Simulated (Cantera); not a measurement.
Hydrocarbon pyrolysis for carbon deposition

An isothermal, constant-pressure homogeneous reactor starts with CH₄ : H₂ = 1 : 6.6 (molar parts), at 1725 K and 20.0 Torr.

Cantera simulation using GRI-Mech 3.0 (53 species, 325 reactions); the numbers are that mechanism's predictions, not measurements. GRI-Mech 3.0 stops at C3 and has no aromatics, soot or wall deposition, so with more carbon than oxygen in the feed, carbon stays in small species such as C2H2 where larger ones or solid carbon would form. Radical loss at walls, strong at low pressure, is not modelled.

```json
[
 {"t (s)": "2.00e-6", "x CH₄": "0.132", "x H₂": "0.868", "x C₂H": "<1e-12", "x H": "2.04e-7", "x C₂H₄": "<1e-12"},
 {"t (s)": "9.35e-6", "x CH₄": "0.132", "x H₂": "0.868", "x C₂H": "<1e-12", "x H": "7.79e-7", "x C₂H₄": "<1e-12"},
 {"t (s)": "4.37e-5", "x CH₄": "0.132", "x H₂": "0.868", "x C₂H": "<1e-12", "x H": "2.72e-6", "x C₂H₄": "3.74e-11"},
 {"t (s)": "0.000205", "x CH₄": "0.132", "x H₂": "0.868", "x C₂H": "<1e-12", "x H": "1.14e-5", "x C₂H₄": "6.72e-9"},
 {"t (s)": "0.000956", "x CH₄": "0.131", "x H₂": "0.868", "x C₂H": "<1e-12", "x H": "5.21e-5", "x C₂H₄": "7.74e-7"},
 {"t (s)": "0.00447", "x CH₄": "0.131", "x H₂": "0.868", "x C₂H": "1.84e-11", "x H": "0.000239", "x C₂H₄": "7.16e-5"},
 {"t (s)": "0.0209", "x CH₄": "0.120", "x H₂": "0.873", "x C₂H": "1.59e-8", "x H": "0.000681", "x C₂H₄": "0.00104"},
 {"t (s)": "0.0978", "x CH₄": "0.0759", "x H₂": "0.898", "x C₂H": "1.27e-7", "x H": "0.000777", "x C₂H₄": "0.000512"},
 {"t (s)": "0.457", "x CH₄": "0.0245", "x H₂": "0.927", "x C₂H": "2.99e-7", "x H": "0.000940", "x C₂H₄": "0.000106"},
 {"t (s)": "2.14", "x CH₄": "0.00479", "x H₂": "0.938", "x C₂H": "4.03e-7", "x H": "0.00108", "x C₂H₄": "5.85e-5"},
 {"t (s)": "10.0", "x CH₄": "0.00105", "x H₂": "0.940", "x C₂H": "4.26e-7", "x H": "0.00111", "x C₂H₄": "5.77e-5"}
]
```
x: mole fraction; the columns are a selection and need not sum to one.

Equilibrium at this temperature and pressure: CH₄ 0.000603, H₂ 0.940, C₂H 4.28e-7, H 0.00111, C₂H₄ 5.78e-5 (gas phase only).
